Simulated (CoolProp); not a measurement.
Vapour pressure (MPa) of fluorine: the reference equation beside estimates from Tc = -128.7 °C, pc = 5.240 MPa, ω = 0.045.

Values from CoolProp's reference Helmholtz-energy equation of state, de Reuck 1990.

| T (°C) | reference | Lee-Kesler | Soave-Redlich-Kwong |
|---|---|---|---|
| -172.45 | 0.4522 | 0.4582 | 0.4579 |
| -168.05 | 0.6324 | 0.6396 | 0.6409 |
| -163.75 | 0.8542 | 0.8626 | 0.8667 |
| -159.35 | 1.135 | 1.144 | 1.152 |
| -155.05 | 1.467 | 1.476 | 1.491 |
| -150.65 | 1.874 | 1.883 | 1.907 |
| -146.25 | 2.357 | 2.364 | 2.397 |
| -141.95 | 2.910 | 2.916 | 2.957 |

Absolute difference from the reference over all 8 rows, mean and median: Lee-Kesler 0.7 and 0.7 %, Soave-Redlich-Kwong 1.5 and 1.6 %.
